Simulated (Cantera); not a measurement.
A perfectly stirred reactor is fed with 5.39 % H₂, 94.6 % O₂, at 0.0266 atm; it is held at 1098 K, and followed from long to short residence time.

Computed with Cantera and the H2/O2 subset of GRI-Mech 3.0, which has no nitrogen chemistry. Radical loss at walls, strong at low pressure, is not modelled. The temperature is held fixed by assumption; the heat of reaction is taken as removed at once.

x: mole fraction; the columns are a selection and need not sum to one.

```json
[
 {"τ (s)": "25", "x H₂": "2.84e-5", "x O₂": "0.944", "x O": "0.000106", "x H": "2.06e-6", "x H₂O₂": "7.15e-8", "x H₂O": "0.0553", "x OH": "0.000150"},
 {"τ (s)": "10", "x H₂": "5.03e-5", "x O₂": "0.944", "x O": "0.000195", "x H": "5.16e-6", "x H₂O₂": "9.32e-8", "x H₂O": "0.0553", "x OH": "0.000205"},
 {"τ (s)": "4.4", "x H₂": "8.32e-5", "x O₂": "0.944", "x O": "0.000334", "x H": "1.17e-5", "x H₂O₂": "1.15e-7", "x H₂O": "0.0552", "x OH": "0.000270"},
 {"τ (s)": "1.8", "x H₂": "0.000142", "x O₂": "0.944", "x O": "0.000599", "x H": "2.85e-5", "x H₂O₂": "1.42e-7", "x H₂O": "0.0551", "x OH": "0.000367"},
 {"τ (s)": "0.76", "x H₂": "0.000236", "x O₂": "0.943", "x O": "0.00104", "x H": "6.68e-5", "x H₂O₂": "1.70e-7", "x H₂O": "0.0549", "x OH": "0.000496"},
 {"τ (s)": "0.32", "x H₂": "0.000389", "x O₂": "0.942", "x O": "0.00179", "x H": "0.000156", "x H₂O₂": "2.00e-7", "x H₂O": "0.0545", "x OH": "0.000673"},
 {"τ (s)": "0.13", "x H₂": "0.000651", "x O₂": "0.941", "x O": "0.00306", "x H": "0.000370", "x H₂O₂": "2.35e-7", "x H₂O": "0.0540", "x OH": "0.000930"},
 {"τ (s)": "0.055", "x H₂": "0.00106", "x O₂": "0.939", "x O": "0.00498", "x H": "0.000825", "x H₂O₂": "2.72e-7", "x H₂O": "0.0531", "x OH": "0.00127"},
 {"τ (s)": "0.023", "x H₂": "[?]", "x O₂": "0.935", "x O": "[?]", "x H": "[?]", "x H₂O₂": "[?]", "x H₂O": "0.0516", "x OH": "[?]"},
 {"τ (s)": "0.0096", "x H₂": "0.00293", "x O₂": "0.931", "x O": "0.0114", "x H": "0.00352", "x H₂O₂": "3.64e-7", "x H₂O": "0.0490", "x OH": "0.00233"},
 {"τ (s)": "0.0040", "x H₂": "[?]", "x O₂": "0.926", "x O": "[?]", "x H": "[?]", "x H₂O₂": "[?]", "x H₂O": "[?]", "x OH": "[?]"}
]
```

Task: Some entries are withheld; supply them.

Result: 
- 0.023, x H₂: 0.00175
- 0.023, x O: 0.00780
- 0.023, x H: 0.00177
- 0.023, x H₂O₂: 3.15e-7
- 0.023, x OH: 0.00173
- 0.0040, x H₂: 0.00500
- 0.0040, x O: 0.0149
- 0.0040, x H: 0.00613
- 0.0040, x H₂O₂: 4.28e-7
- 0.0040, x H₂O: 0.0450
- 0.0040, x OH: 0.00305
